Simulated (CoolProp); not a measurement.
Vapour-liquid equilibrium of isobutene (1) + acetone (2) at 252.7 K; x and y are mole fractions of (1).

The numbers come from the multi-fluid Helmholtz-energy mixture model, Lemmon 2005 and Lemmon 2006; pair parameters Bell 2016 in CoolProp.

Question: Give the bubble pressure and the first vapour's composition at x = 0.35, 0.55, 0.65. Is there an azeotrope?

Answer: x = 0.35: 0.4175 bar, y = 0.947; x = 0.55: 0.4705 bar, y = 0.957; x = 0.65: 0.4860 bar, y = 0.961. No azeotrope shows between x = 0.05 and 0.95.

The pair parameters rest on a limited set of measurements; away from them the model extrapolates. With so large a gap from Raoult's law the liquid may split in two, which this calculation doesn't test in full.
